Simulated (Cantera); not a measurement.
Input: 1 mol (CH₃)₂SiCl₂, 0.11 mol C₃H₈, 170 mol H₂, 0.66 mol C₂H₂, at 1452 °C and 10.0 mbar.

Equilibrium computed with Cantera from the NASA thermochemical tables; the gas is ideal and each condensed phase is pure. Candidate condensed phases: C, C₆H₆, C₇H₈, C₈H₁₈, Si, SiC; 109 gas species. The feed counts by its element totals alone. The numbers say what is thermodynamically allowed, not how fast it happens.

Q: What is the equilibrium state?

A: 
| Property | Value |
|---|---|
| x(H₂) | 0.987 |
| x(HCl) | 0.0114 |
| x(H) | 0.00184 |
| x(C₂H₂ (acetylene)) | 9.09e-5 |
| x(Cl) | 1.65e-5 |
| x(CH₄) | 9.72e-6 |
| x(SiCl₂) | 7.62e-6 |
| x(Si) | 1.71e-6 |
| n(C(graphite)) | 2.62 mol |
| n(SiC(s)) | 0.998 mol |
| gas amount | 175.3 mol |
| log10 activity of Si(l) (absent) | -1.77 |
